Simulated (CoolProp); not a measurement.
Properties of CH2F2 (R32) at several states.

Model: reference Helmholtz-energy equation of state, Tillner-Roth 1997, in CoolProp.

```
T (K)  p (bar)   phase  cp (kJ/(kg K))  expansivity (1/kK)  conductivity (mW/(m K))  fugacity coefficient
-----  -------  ------  --------------  ------------------  -----------------------  --------------------
320.4    0.179     gas             [?]               3.140                     15.3                0.9983
354.6     2.62     gas             [?]               2.999                     18.6                0.9831
158.9     3.15  liquid             [?]               1.784                      [?]              0.002952
```

Task: Some entries are withheld; supply them.

Result: 
- 320.4, cp (kJ/(kg K)): 0.8618
- 354.6, cp (kJ/(kg K)): 0.9389
- 158.9, cp (kJ/(kg K)): 1.567
- 158.9, conductivity (mW/(m K)): 232

Thermal conductivity comes from a separate model (Huber 2003), an estimate that may be off by 10 % or more.
